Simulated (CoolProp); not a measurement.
Vapour-liquid equilibrium of propane (1) + toluene (2) at 307.7 K; x and y are mole fractions of (1).

Model: multi-fluid Helmholtz-energy mixture model, Lemmon 2009 and Lemmon 2006; pair parameters Bell 2016, in CoolProp.

Q: Give the bubble pressure and the first vapour's composition at x = 0.2, 0.65, 0.8. Is there an azeotrope?

A: x = 0.2: 0.3699 MPa, y = 0.984; x = 0.65: 0.8544 MPa, y = 0.994; x = 0.8: 0.9758 MPa, y = 0.996. No azeotrope shows between x = 0.05 and 0.95.

The pair parameters rest on a limited set of measurements; away from them the model extrapolates. The gap from Raoult's law changes sign with composition, which may be real or a fault of the pair parameters; it wasn't checked against measurements. With so large a gap from Raoult's law the liquid may split in two, which this calculation doesn't test in full.
